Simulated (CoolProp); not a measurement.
Computed with CoolProp (reference Helmholtz-energy equation of state, Lemmon 2006). It is a short technical equation, of lower accuracy than the large ones.

For C3F8 (R218), give the phase and the expansivity (1/kK), viscosity (µPa s), Prandtl number, fugacity coefficient at -40.55 °C and 440 kPa; -40.55 °C and 1760 kPa; -40.55 °C and 2200 kPa.


- -40.55 °C and 440 kPa: liquid; expansivity 2.37, viscosity 467, Prandtl number 7.14, fugacity coefficient 0.189
- -40.55 °C and 1760 kPa: liquid; expansivity 2.31, viscosity 480, Prandtl number 7.23, fugacity coefficient 0.0511
- -40.55 °C and 2200 kPa: liquid; expansivity 2.29, viscosity 484, Prandtl number 7.27, fugacity coefficient 0.0420

Viscosity comes from a separate model (Huber 2003), an estimate that may be off by 10 % or more. Thermal conductivity comes from a separate model (Huber 2003), an estimate that may be off by 10 % or more.
